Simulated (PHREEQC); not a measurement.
Dissolve 0.075 mmol/kgw PbCl2, 0.036 mmol/kgw NaNO3 and 21 mmol/kgw Na2SO4 at 25 °C. Closed to the air; pH follows from the charge balance.

Model: ion-association model, phreeqc.dat, run in PHREEQC.

No solid was allowed to form.

**Question.** Order these S species by the share of S that they hold, largest first: PbSO4, SO4-2, NaSO4-.

**Answer.** SO4-2 (92 %), NaSO4- (8.1 %), PbSO4 (0.22 %)

The pH is 6.47 and the ionic strength 0.0597 mol/kgw. Examples of supersaturated solids here: Anglesite. Others may be too. Species that the database lacks are ignored.
